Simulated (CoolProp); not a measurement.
Model: reference Helmholtz-energy equation of state, McLinden 2015, in CoolProp.

Q: Give the vapour pressure (MPa), liquid density (kg/m³), liquid cp (kJ/(kg K)) of saturated the fluoroketone C6F12O (FK-5-1-12) at 275.5, 293.8, 385.6 K.

A: 
```tsv
T (K)	p (MPa)	liquid density (kg/m³)	liquid cp (kJ/(kg K))
275.5	0.0141	1670	1.09
293.8	0.0335	1620	1.10
385.6	0.601	1280	1.23
```
